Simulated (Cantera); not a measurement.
Feed: 1 mol CF₄, 0.34 mol F₂, 14 mol H₂, held at 1948 K and 310 Pa.

Equilibrium computed with Cantera from the NASA thermochemical tables; the gas is ideal and each condensed phase is pure. Candidate condensed phases: C, C₆H₆, C₇H₈, C₈H₁₈; 95 gas species. Kinetics and transport are ignored.

Base state: H₂ 0.699, HF 0.284, H 0.0170, C₂H₂ (acetylene) 0.000377 (mole fractions); condensed: C(graphite).

Problem. What changes in the equilibrium state with this change: temperature from 1948 K to 2423.15 K?

Solution. 
```tsv
species	before	after
H₂	0.699	0.514
HF	0.284	0.253
H	0.0170	0.228
C₃	2.40e-9	4.66e-5
C	3.11e-9	1.80e-5
C₂H	1.43e-7	0.000107
C(graphite), mol	0.988	0.845
```
